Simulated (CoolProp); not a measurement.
Properties of C3F8 (R218) along the isotherm 356.6 K (Tc = 345.0 K, pc = 2640 kPa, ω = 0.317).

Model: reference Helmholtz-energy equation of state, Lemmon 2006, in CoolProp. It is a short technical equation, of lower accuracy than the large ones.

```json
[
 {"p (kPa)": "41.7", "phase": "gas", "cv (kJ/(kg K))": "0.8292", "speed of sound (m/s)": "128.4", "viscosity (µPa s)": "14.9"},
 {"p (kPa)": "63", "phase": "gas", "cv (kJ/(kg K))": "0.8295", "speed of sound (m/s)": "128.1", "viscosity (µPa s)": "14.9"},
 {"p (kPa)": "95", "phase": "gas", "cv (kJ/(kg K))": "0.8300", "speed of sound (m/s)": "127.7", "viscosity (µPa s)": "14.9"},
 {"p (kPa)": "143", "phase": "gas", "cv (kJ/(kg K))": "0.8308", "speed of sound (m/s)": "127.1", "viscosity (µPa s)": "14.9"},
 {"p (kPa)": "216", "phase": "gas", "cv (kJ/(kg K))": "(withheld)", "speed of sound (m/s)": "126.1", "viscosity (µPa s)": "14.9"},
 {"p (kPa)": "326", "phase": "gas", "cv (kJ/(kg K))": "0.8338", "speed of sound (m/s)": "124.7", "viscosity (µPa s)": "14.9"},
 {"p (kPa)": "492", "phase": "gas", "cv (kJ/(kg K))": "(withheld)", "speed of sound (m/s)": "122.4", "viscosity (µPa s)": "14.9"},
 {"p (kPa)": "742", "phase": "gas", "cv (kJ/(kg K))": "0.8416", "speed of sound (m/s)": "118.7", "viscosity (µPa s)": "15.0"},
 {"p (kPa)": "1120", "phase": "gas", "cv (kJ/(kg K))": "0.8500", "speed of sound (m/s)": "112.7", "viscosity (µPa s)": "15.3"},
 {"p (kPa)": "1690", "phase": "gas", "cv (kJ/(kg K))": "0.8659", "speed of sound (m/s)": "102.1", "viscosity (µPa s)": "16.2"},
 {"p (kPa)": "2550", "phase": "gas", "cv (kJ/(kg K))": "0.9031", "speed of sound (m/s)": "81.97", "viscosity (µPa s)": "19.9"},
 {"p (kPa)": "3840", "phase": "supercritical", "cv (kJ/(kg K))": "0.9173", "speed of sound (m/s)": "98.59", "viscosity (µPa s)": "58.7"},
 {"p (kPa)": "5800", "phase": "supercritical", "cv (kJ/(kg K))": "0.8859", "speed of sound (m/s)": "174.0", "viscosity (µPa s)": "(withheld)"},
 {"p (kPa)": "8750", "phase": "supercritical", "cv (kJ/(kg K))": "0.8737", "speed of sound (m/s)": "236.8", "viscosity (µPa s)": "109"},
 {"p (kPa)": "13200", "phase": "supercritical", "cv (kJ/(kg K))": "0.8671", "speed of sound (m/s)": "299.9", "viscosity (µPa s)": "134"}
]
```

Question: Some entries are withheld; supply them.

Answer: 
- 216, cv (kJ/(kg K)): 0.8320
- 492, cv (kJ/(kg K)): 0.8367
- 5800, viscosity (µPa s): 86.6

Viscosity comes from a separate model (Huber 2003), an estimate that may be off by 10 % or more.
